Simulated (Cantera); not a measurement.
Cantera run, input and output.

```python
import numpy as np
import cantera as ct

gas = ct.Solution("gri30.yaml")
gas.TPX = 425, 27000, {'CH4': 1, 'O2': 1.67, 'N2': 15.8}
inlet = ct.Reservoir(gas, clone=True)
gas.equilibrate("HP")  # start burning
reactor = ct.IdealGasConstPressureReactor(gas, energy="on", clone=False)
exhaust = ct.Reservoir(gas, clone=True)
tau = [0.4, 0.18, 0.084, 0.038, 0.017, 0.008, 0.0036, 0.0017, 0.00075, 0.00034, 0.00016, 7.2e-05, 3.3e-05][0]
for a, b in ((inlet, reactor), (reactor, exhaust)):
    ct.MassFlowController(a, b, mdot=lambda t: reactor.mass / tau)
net = ct.ReactorNet([reactor])
show = ['CH4', 'O2', 'H2O', 'NO', 'CO2']

rows = []
print(f"{'tau/s':>10s}{'T/K':>9s}" + "".join(f"{s:>11s}" for s in show))
for tau in [0.4, 0.18, 0.084, 0.038, 0.017, 0.008, 0.0036, 0.0017, 0.00075, 0.00034, 0.00016, 7.2e-05, 3.3e-05]:
    net.initial_time = 0.0
    net.advance(30 * tau)
    before = gas.X
    net.advance(40 * tau)
    drift = np.max(np.abs(gas.X - before) / (gas.X + 1e-9))
    rows.append([gas.T, *gas[show].X, drift])
    print(f"{tau:10.3e}{gas.T:9.1f}" + "".join(f"{x:11.3e}" for x in gas[show].X))
```

Output:

```
     tau/s      T/K        CH4         O2        H2O         NO        CO2
 4.000e-01   1403.0  9.525e-04  1.622e-03  8.961e-02  3.317e-06  3.357e-02
 1.800e-01   1388.7  1.096e-03  2.597e-03  8.934e-02  3.367e-06  3.182e-02
 8.400e-02    425.0  5.414e-02  9.042e-02  1.162e-16  9.242e-23  3.476e-17
 3.800e-02    425.0  5.414e-02  9.042e-02  7.328e-19  5.828e-25  2.192e-19
 1.700e-02    425.0  5.414e-02  9.042e-02  4.629e-20  3.682e-26  1.385e-20
 8.000e-03    425.0  5.414e-02  9.042e-02  2.924e-21  2.325e-27  8.747e-22
 3.600e-03    425.0  5.414e-02  9.042e-02  1.847e-22  1.469e-28  5.525e-23
 1.700e-03    425.0  5.414e-02  9.042e-02  1.167e-23  9.279e-30  3.490e-24
 7.500e-04    425.0  5.414e-02  9.042e-02  7.369e-25  5.861e-31  2.205e-25
 3.400e-04    425.0  5.414e-02  9.042e-02  4.655e-26  3.702e-32  1.393e-26
 1.600e-04    425.0  5.414e-02  9.042e-02  2.940e-27  2.339e-33  8.797e-28
 7.200e-05    425.0  5.414e-02  9.042e-02  1.857e-28  1.477e-34  5.557e-29
 3.300e-05    425.0  5.414e-02  9.042e-02  1.173e-29  9.331e-36  3.510e-30
```

Computed with Cantera and GRI-Mech 3.0 (53 species, 325 reactions).
